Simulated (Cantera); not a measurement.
# Reactions in the system F-N-Si

Cantera with NASA thermochemical tables; ideal gases at 1 bar, condensed phases pure. Values are per mole of reaction as written; species without (g) are pure solids or liquids, kept so even where they would boil at 1 bar. The tables' values for SiF2 are old estimates.

2 N2(g) + 3 SiF2(g) = Si3N4 + 6 F(g)

```
T (K)  ΔH° (kJ)  ΔS° (J/K)  ΔG° (kJ)  log10 K
-----  --------  ---------  --------  -------
300      1495.2      -87.2    1521.4  -264.89
1548     1559.0       -8.7    1572.6   -53.06
1623     1563.9       -5.7    1573.1   -50.63
1698     1568.7       -2.8    1573.4   -48.40
1773     1573.6        0.1    1573.5   -46.36
1848     1578.5        2.8    1573.4   -44.47
1923     1583.4        5.4    1573.1   -42.73
1998     1588.3        7.9    1572.6   -41.11
2073     1593.3       10.3    1571.9   -39.61
2148     1598.2       12.6    1571.1   -38.20
```

3 SiF4(g) + 4 N(g) = 6 F2(g) + Si3N4

```json
[
 {"T (K)": "300", "ΔH° (kJ)": "2209.4", "ΔS° (J/K)": "-131.9", "ΔG° (kJ)": "2249.0", "log10 K": "-391.57"},
 {"T (K)": "1548", "ΔH° (kJ)": "2196.5", "ΔS° (J/K)": "-156.8", "ΔG° (kJ)": "2439.2", "log10 K": "-82.30"},
 {"T (K)": "1623", "ΔH° (kJ)": "2197.4", "ΔS° (J/K)": "-156.2", "ΔG° (kJ)": "2450.9", "log10 K": "-78.88"},
 {"T (K)": "1698", "ΔH° (kJ)": "2198.3", "ΔS° (J/K)": "-155.7", "ΔG° (kJ)": "2462.6", "log10 K": "-75.75"},
 {"T (K)": "1773", "ΔH° (kJ)": "2199.3", "ΔS° (J/K)": "-155.1", "ΔG° (kJ)": "2474.3", "log10 K": "-72.89"},
 {"T (K)": "1848", "ΔH° (kJ)": "2200.4", "ΔS° (J/K)": "-154.5", "ΔG° (kJ)": "2485.9", "log10 K": "-70.26"},
 {"T (K)": "1923", "ΔH° (kJ)": "2201.5", "ΔS° (J/K)": "-153.9", "ΔG° (kJ)": "2497.4", "log10 K": "-67.84"},
 {"T (K)": "1998", "ΔH° (kJ)": "2202.7", "ΔS° (J/K)": "-153.3", "ΔG° (kJ)": "2509.0", "log10 K": "-65.59"},
 {"T (K)": "2073", "ΔH° (kJ)": "2203.8", "ΔS° (J/K)": "-152.7", "ΔG° (kJ)": "2520.4", "log10 K": "-63.51"},
 {"T (K)": "2148", "ΔH° (kJ)": "2205.0", "ΔS° (J/K)": "-152.2", "ΔG° (kJ)": "2531.9", "log10 K": "-61.57"}
]
```
